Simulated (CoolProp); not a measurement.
Properties of nitrous oxide along the isobar 8000 kPa (Tc = 309.5 K, pc = 7245 kPa, ω = 0.161).

Model: reference Helmholtz-energy equation of state, Lemmon 2006, in CoolProp. It is a short technical equation, of lower accuracy than the large ones.

```json
[
 {"T (K)": "227.5", "phase": "liquid", "Z": "0.1673", "cp (kJ/(kg K))": "1.763", "cv (kJ/(kg K))": "0.9219", "speed of sound (m/s)": "911.0", "Joule-Thomson coefficient (K/MPa)": "-0.1711", "isothermal compressibility (1/MPa)": "0.002072"},
 {"T (K)": "232.8", "phase": "liquid", "Z": "0.1661", "cp (kJ/(kg K))": "1.780", "cv (kJ/(kg K))": "0.9189", "speed of sound (m/s)": "879.1", "Joule-Thomson coefficient (K/MPa)": "-0.1492", "isothermal compressibility (1/MPa)": "0.002289"},
 {"T (K)": "238.1", "phase": "liquid", "Z": "0.1651", "cp (kJ/(kg K))": "1.800", "cv (kJ/(kg K))": "0.9163", "speed of sound (m/s)": "847.0", "Joule-Thomson coefficient (K/MPa)": "-0.1243", "isothermal compressibility (1/MPa)": "0.002542"},
 {"T (K)": "243.3", "phase": "liquid", "Z": "0.1643", "cp (kJ/(kg K))": "1.822", "cv (kJ/(kg K))": "0.9141", "speed of sound (m/s)": "815.4", "Joule-Thomson coefficient (K/MPa)": "-0.09637", "isothermal compressibility (1/MPa)": "0.002831"},
 {"T (K)": "248.6", "phase": "liquid", "Z": "0.1638", "cp (kJ/(kg K))": "1.849", "cv (kJ/(kg K))": "0.9121", "speed of sound (m/s)": "783.0", "Joule-Thomson coefficient (K/MPa)": "-0.06379", "isothermal compressibility (1/MPa)": "0.003179"},
 {"T (K)": "253.9", "phase": "liquid", "Z": "0.1635", "cp (kJ/(kg K))": "1.879", "cv (kJ/(kg K))": "0.9105", "speed of sound (m/s)": "750.2", "Joule-Thomson coefficient (K/MPa)": "-0.02613", "isothermal compressibility (1/MPa)": "0.003595"},
 {"T (K)": "259.2", "phase": "liquid", "Z": "0.1635", "cp (kJ/(kg K))": "1.916", "cv (kJ/(kg K))": "0.9092", "speed of sound (m/s)": "717.0", "Joule-Thomson coefficient (K/MPa)": "0.01774", "isothermal compressibility (1/MPa)": "0.004101"},
 {"T (K)": "264.4", "phase": "liquid", "Z": "0.1637", "cp (kJ/(kg K))": "1.958", "cv (kJ/(kg K))": "0.9083", "speed of sound (m/s)": "683.8", "Joule-Thomson coefficient (K/MPa)": "0.06834", "isothermal compressibility (1/MPa)": "0.004712"},
 {"T (K)": "269.7", "phase": "liquid", "Z": "0.1643", "cp (kJ/(kg K))": "2.009", "cv (kJ/(kg K))": "0.9079", "speed of sound (m/s)": "649.2", "Joule-Thomson coefficient (K/MPa)": "0.1298", "isothermal compressibility (1/MPa)": "0.005497"},
 {"T (K)": "275", "phase": "liquid", "Z": "0.1654", "cp (kJ/(kg K))": "2.073", "cv (kJ/(kg K))": "0.9079", "speed of sound (m/s)": "613.5", "Joule-Thomson coefficient (K/MPa)": "0.2042", "isothermal compressibility (1/MPa)": "0.006514"},
 {"T (K)": "280.2", "phase": "liquid", "Z": "0.1669", "cp (kJ/(kg K))": "2.153", "cv (kJ/(kg K))": "0.9086", "speed of sound (m/s)": "577.2", "Joule-Thomson coefficient (K/MPa)": "0.2945", "isothermal compressibility (1/MPa)": "0.007850"},
 {"T (K)": "285.5", "phase": "liquid", "Z": "0.1690", "cp (kJ/(kg K))": "2.259", "cv (kJ/(kg K))": "0.9102", "speed of sound (m/s)": "538.4", "Joule-Thomson coefficient (K/MPa)": "0.4115", "isothermal compressibility (1/MPa)": "0.009757"}
]
```
